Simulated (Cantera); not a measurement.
## Thermodynamics of boron, boron nitride and boron oxide, feed BF3 + NH3 + H2

A closed system holds: 1 mol BF3, 0.2 mol NH3, 150 mol H2, held at 0.0900 Torr.

Method: chemical equilibrium by Gibbs-energy minimisation in Cantera with the NASA 1993 tables (ideal gas, pure condensed phases). Candidate condensed phases: B, BN; 31 gas species. The tables' values for BF2 are old estimates; treat these amounts as uncertain. Rates play no part.

```csv
T (K),x H2,x H,x HF,x BF,x BF3,n BN(s)
1223,0.991,2.73e-5,0.00295,8.13e-6,0.00547,0.137
1323,0.990,0.000144,0.00346,0.000174,0.00494,0.123
1423,0.988,0.000603,0.00449,0.00148,0.00357,0
1523,0.983,0.00209,0.00792,0.00312,0.00177,0
1623,0.976,0.00623,0.0108,0.00477,0.000526,0
1723,0.964,0.0163,0.0121,0.00570,0.000109,0
1823,0.942,0.0384,0.0125,0.00605,2.13e-5,0
1923,0.899,0.0815,0.0124,0.00610,4.54e-6,0
2023,0.824,0.157,0.0120,0.00594,1.09e-6,0
2123,0.707,0.275,0.0113,0.00559,2.90e-7,0
2223,0.550,0.434,0.0103,0.00508,8.71e-8,0
```
x: gas mole fraction; n: condensed amount in mol.

From 1223 K to 1323 K the condensed part is BN(s). From 1423 K to 2223 K nothing is condensed. The main B-bearing gas is BF3 at 1223 K and BF at 2223 K.
